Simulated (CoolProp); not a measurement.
Vapour-liquid equilibrium of n-butane (1) + benzene (2) at 13.35 °C; x and y are mole fractions of (1).

The numbers come from the multi-fluid Helmholtz-energy mixture model, Bücker 2006 and Thol 2012; pair parameters Bell 2016 in CoolProp.

```json
[
 {"x": "0.05", "bubble pressure (MPa)": "0.01862", "y at the bubble point": "0.629", "dew pressure at overall composition x (MPa)": "0.007588", "liquid density (mol/L)": "11.29"},
 {"x": "0.125", "bubble pressure (MPa)": "0.03557", "y at the bubble point": "0.819", "dew pressure at overall composition x (MPa)": "0.008219", "liquid density (mol/L)": "11.21"},
 {"x": "0.2", "bubble pressure (MPa)": "0.05175", "y at the bubble point": "0.885", "dew pressure at overall composition x (MPa)": "0.008965", "liquid density (mol/L)": "11.13"},
 {"x": "0.275", "bubble pressure (MPa)": "0.06670", "y at the bubble point": "0.917", "dew pressure at overall composition x (MPa)": "0.009859", "liquid density (mol/L)": "11.05"},
 {"x": "0.35", "bubble pressure (MPa)": "0.08022", "y at the bubble point": "0.937", "dew pressure at overall composition x (MPa)": "0.01095", "liquid density (mol/L)": "10.96"},
 {"x": "0.425", "bubble pressure (MPa)": "0.09229", "y at the bubble point": "0.950", "dew pressure at overall composition x (MPa)": "0.01232", "liquid density (mol/L)": "10.87"},
 {"x": "0.5", "bubble pressure (MPa)": "0.1031", "y at the bubble point": "0.959", "dew pressure at overall composition x (MPa)": "0.01407", "liquid density (mol/L)": "10.78"},
 {"x": "0.575", "bubble pressure (MPa)": "0.1128", "y at the bubble point": "0.966", "dew pressure at overall composition x (MPa)": "0.01640", "liquid density (mol/L)": "10.68"},
 {"x": "0.65", "bubble pressure (MPa)": "0.1218", "y at the bubble point": "0.972", "dew pressure at overall composition x (MPa)": "0.01966", "liquid density (mol/L)": "10.58"},
 {"x": "0.725", "bubble pressure (MPa)": "0.1306", "y at the bubble point": "0.978", "dew pressure at overall composition x (MPa)": "0.02453", "liquid density (mol/L)": "10.48"},
 {"x": "0.8", "bubble pressure (MPa)": "0.1394", "y at the bubble point": "0.983", "dew pressure at overall composition x (MPa)": "0.03260", "liquid density (mol/L)": "10.37"},
 {"x": "0.875", "bubble pressure (MPa)": "0.1487", "y at the bubble point": "0.989", "dew pressure at overall composition x (MPa)": "0.04852", "liquid density (mol/L)": "10.27"},
 {"x": "0.95", "bubble pressure (MPa)": "0.1590", "y at the bubble point": "0.995", "dew pressure at overall composition x (MPa)": "0.09281", "liquid density (mol/L)": "10.16"}
]
```

No azeotrope shows between x = 0.05 and 0.95.

The pair parameters rest on a limited set of measurements; away from them the model extrapolates.
